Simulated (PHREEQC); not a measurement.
Dissolve 0.17 mol KOH and 0.0011 mol K2CO3 per kg of water at 70 °C. Closed to the air; pH follows from the charge balance.

The numbers come from PHREEQC with the ion-association model, wateq4f.dat.

```json
[
 {"quantity": "pH", "before": "11.89", "after": "12.78"},
 {"quantity": "ionic strength (mol/kgw)", "before": "0.173", "after": "0.173"},
 {"quantity": "HCO3- (mol/kgw)", "before": "7.59e-6", "after": "1.40e-6"}
]
```

### Question
Which change was made?
(A) K2CO3 from 0.0011 to 0.00055 mol/kgw
(B) K2CO3 from 0.0011 to 0.00165 mol/kgw
(C) temperature from 70 to 35 °C
(D) diluted 100-fold with water
(E) 0.0072 mol/kgw HF added

### Answer
C, temperature from 70 to 35 °C

Precipitation was switched off in this run. Away from 25 °C the constants follow the database's enthalpies or fits; those with neither stay at their 25 °C values.
